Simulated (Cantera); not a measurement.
What does this Cantera script print?

```python
import numpy as np
import cantera as ct

gas = ct.Solution("gri30.yaml")
gas.TPX = 1125, 100000, {'H2': 1, 'O2': 0.5, 'N2': 1.88}
reactor = ct.IdealGasReactor(gas, energy="on", clone=False)
net = ct.ReactorNet([reactor])
net.rtol, net.atol = 1e-08, 1e-16
show = ['H2', 'O2', 'NO', 'N2O', 'OH']
times = np.geomspace(8e-06, 0.8, 16)

steps = ct.SolutionArray(gas, extra=["t"])
rows = []
print(f"{'t/s':>10s}{'T/K':>9s}{'P/Pa':>11s}" + "".join(f"{s:>11s}" for s in show))
for t in times:
    while net.time < t:
        t_next = net.step()
        steps.append(gas.state, t=t_next)
    rows.append([np.interp(t, steps.t, y) for y in (steps.T, steps.P, *steps(*show).X.T)])
    print(f"{t:10.3e}{rows[-1][0]:9.1f}{rows[-1][1]:11.4g}" + "".join(f"{x:11.3e}" for x in rows[-1][2:]))
rate = np.gradient(steps.T, steps.t)
print("integrator steps:", len(steps.t))
if steps.T.max() > steps.T[0] + 200:
    print(f"time of steepest temperature rise: {steps.t[rate.argmax()]:.4e} s")
gas.TPX = 1125, 100000, {'H2': 1, 'O2': 0.5, 'N2': 1.88}
gas.equilibrate("UV")
print(f"equilibrium (UV): T = {gas.T:.1f} K  " + "  ".join(f"{s} {gas[s].X[0]:.3e}" for s in show))
```

It prints:

```
       t/s      T/K       P/Pa         H2         O2         NO        N2O         OH
 8.000e-06   1125.0      1e+05  2.959e-01  1.479e-01  1.820e-20  8.553e-16  6.295e-10
 1.724e-05   1125.0      1e+05  2.959e-01  1.479e-01  1.208e-18  1.148e-14  5.794e-09
 3.713e-05   1125.0      1e+05  2.958e-01  1.479e-01  7.812e-15  1.037e-12  4.863e-07
 8.000e-05   2276.9  1.897e+05  6.173e-02  2.786e-02  4.785e-05  1.190e-07  3.029e-02
 1.724e-04   2928.1  2.331e+05  4.746e-02  1.584e-02  2.052e-03  6.296e-07  3.095e-02
 3.713e-04   2922.4  2.326e+05  4.820e-02  1.470e-02  5.880e-03  6.616e-07  2.996e-02
 8.000e-04   2917.3  2.322e+05  4.886e-02  1.379e-02  9.010e-03  7.200e-07  2.914e-02
 1.724e-03   2916.1  2.321e+05  4.900e-02  1.360e-02  9.692e-03  7.365e-07  2.896e-02
 3.713e-03   2916.1  2.321e+05  4.901e-02  1.359e-02  9.707e-03  7.369e-07  2.896e-02
 8.000e-03   2916.1  2.321e+05  4.901e-02  1.359e-02  9.707e-03  7.369e-07  2.896e-02
 1.724e-02   2916.1  2.321e+05  4.901e-02  1.359e-02  9.707e-03  7.369e-07  2.896e-02
 3.713e-02   2916.1  2.321e+05  4.901e-02  1.359e-02  9.707e-03  7.369e-07  2.896e-02
 8.000e-02   2916.1  2.321e+05  4.901e-02  1.359e-02  9.707e-03  7.369e-07  2.896e-02
 1.724e-01   2916.1  2.321e+05  4.901e-02  1.359e-02  9.707e-03  7.369e-07  2.896e-02
 3.713e-01   2916.1  2.321e+05  4.901e-02  1.359e-02  9.707e-03  7.369e-07  2.896e-02
 8.000e-01   2916.1  2.321e+05  4.901e-02  1.359e-02  9.707e-03  7.369e-07  2.896e-02
integrator steps: 1259
time of steepest temperature rise: 7.1835e-05 s
equilibrium (UV): T = 2916.1 K  H2 4.901e-02  O2 1.359e-02  NO 9.707e-03  N2O 7.369e-07  OH 2.896e-02
```

Computed with Cantera and GRI-Mech 3.0 (53 species, 325 reactions).
